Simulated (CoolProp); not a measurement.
Saturation properties of hexamethyldisiloxane (MM) (Tc = 518.7 K, pc = 19.31 bar, ω = 0.418).

Model: reference Helmholtz-energy equation of state, Thol 2016, in CoolProp.

| T (K) | p (bar) | liquid density (kg/m³) | vapour density (kg/m³) |
|---|---|---|---|
| 410.7 | 2.650 | 627.2 | 14.40 |
| 417.7 | ___ | ___ | ___ |
| 424.8 | 3.632 | 607.1 | 19.80 |
| 431.9 | 4.221 | 596.5 | 23.11 |
| 439 | 4.879 | 585.4 | ___ |
| 446.1 | 5.612 | 573.9 | 31.27 |
| 453.2 | ___ | 561.7 | 36.29 |
| 460.3 | ___ | 548.8 | 42.09 |
| 467.4 | 8.325 | ___ | 48.83 |

Q: Fill in the missing entries.

A: 
- 417.7, p (bar): 3.108
- 417.7, liquid density (kg/m³): 617.4
- 417.7, vapour density (kg/m³): 16.90
- 439, vapour density (kg/m³): 26.91
- 453.2, p (bar): 6.427
- 460.3, p (bar): 7.329
- 467.4, liquid density (kg/m³): 535.1

It boils at 373.7 K under 1 atm.
